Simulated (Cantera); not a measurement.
A closed system holds: 1 mol Al, 2 mol HCl, 5.5 mol H2, equilibrated at 0.400 bar.

These are equilibrium values from Cantera (NASA tables, ideal gas, pure condensed phases), not measurements of a reactor. Candidate condensed phases: Al, AlCl3; 12 gas species. Equilibrium is a limit: real reactors are often held back by kinetics, nucleation or transport.

### Question
Which condensed phases are stable at each of these points (T (K)): 775, 800, 825, 850, 875, 900, 925, 950, 975?

### Answer
```
T (K)  condensed phases  Al condensed (%)
-----  ----------------  ----------------
775               Al(s)              33.3
800               Al(s)              33.3
825               Al(s)              33.2
850               Al(s)              33.2
875               Al(s)              33.1
900               Al(s)              32.9
925               Al(s)              32.6
950               Al(l)              32.2
975               Al(l)              31.6
```

From 775 K to 925 K the condensed part is Al(s). From 950 K to 975 K the condensed part is Al(l).
